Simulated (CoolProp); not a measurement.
Saturation properties of n-octane.

Computed with CoolProp (reference Helmholtz-energy equation of state, Beckmüller 2019).

```tsv
T (K)	p (kPa)	liquid density (kg/m³)	liquid cp (kJ/(kg K))	vapour Z	vapour viscosity (µPa s)	liquid conductivity (mW/(m K))
294.5	1.520	701.4	2.215	0.9975	5.66	126
299.9	2.066	697.1	2.234	0.9968	5.76	124
305.3	2.771	692.7	2.254	0.9959	5.86	122
310.7	3.670	688.3	2.274	0.9950	5.96	121
316	4.781	683.9	2.294	0.9939	6.05	119
321.4	6.192	679.5	2.315	0.9925	6.15	118
326.8	7.936	675.0	2.336	0.9910	6.25	116
332.2	10.07	670.4	2.358	0.9893	6.35	114
```

It boils at 398.8 K under 1 atm.

Viscosity comes from a separate model (Huber 2004). Thermal conductivity comes from a separate model (Huber 2005).
